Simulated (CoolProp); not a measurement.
Saturated liquid density (kg/m³) of ammonia: the reference equation beside estimates from Tc = 132.4 °C, pc = 11360 kPa, ω = 0.256. Rackett uses Z = 0.29056 − 0.08775 ω.

Values from CoolProp's reference Helmholtz-energy equation of state, Gao 2020.

```csv
T (°C),reference,Rackett,Soave-Redlich-Kwong,Peng-Robinson
-25.35,671.7,584.8,532.5,601.2
-15.75,659.5,574.4,523.1,591.1
-6.25,647.1,563.9,513.3,580.4
3.25,634.2,553.1,502.9,569.1
12.75,620.9,541.8,491.8,557.0
22.25,607.1,530.2,480.1,544.0
31.75,592.7,518.1,467.5,530.1
41.25,577.6,505.5,454.0,515.1
50.75,561.7,492.2,439.5,498.8
60.25,544.9,478.2,423.9,481.1
69.75,526.8,463.2,406.8,461.7
79.25,507.3,447.1,388.2,440.3
88.85,485.6,429.3,367.2,416.2
98.35,461.4,409.4,343.9,389.0
107.85,433.0,386.4,316.8,357.2
```

Absolute difference from the reference over all 15 rows, mean and median: Rackett 12.3 and 12.5 %, Soave-Redlich-Kwong 22.3 and 21.4 %, Peng-Robinson 12.0 and 10.8 %.
